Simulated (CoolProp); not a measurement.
A closed Brayton cycle with carbon dioxide: compressor inlet 331.15 K and 9 MPa, high pressure 29.9 MPa, turbine inlet 635 K, compressor efficiency 0.8, turbine efficiency 0.9, recuperator effectiveness 0 (on enthalpy, no pinch check). Each further row changes one setting.

The numbers come from the reference Helmholtz-energy equation of state, Span 1996 in CoolProp.

```json
[
 {"case": "as stated", "thermal efficiency (%)": "14.4", "net work (kJ/kg)": "40.5", "compressor to turbine work": "0.64", "compressor exit (K)": "434.9", "turbine exit (K)": "510.7"},
 {"case": "turbine inlet 585 K", "thermal efficiency (%)": "12.9", "net work (kJ/kg)": "27.9", "compressor to turbine work": "0.72", "compressor exit (K)": "434.9", "turbine exit (K)": "465.5"},
 {"case": "compressor inlet 341.15 K", "thermal efficiency (%)": "12.9", "net work (kJ/kg)": "32.4", "compressor to turbine work": "0.71", "compressor exit (K)": "453.1", "turbine exit (K)": "510.7"},
 {"case": "high pressure 25.4 MPa", "thermal efficiency (%)": "13.2", "net work (kJ/kg)": "39.5", "compressor to turbine work": "0.60", "compressor exit (K)": "420.2", "turbine exit (K)": "527.1"},
 {"case": "recuperator effectiveness 0.5", "thermal efficiency (%)": "17.0", "net work (kJ/kg)": "40.5", "compressor to turbine work": "0.64", "compressor exit (K)": "434.9", "turbine exit (K)": "510.7"}
]
```
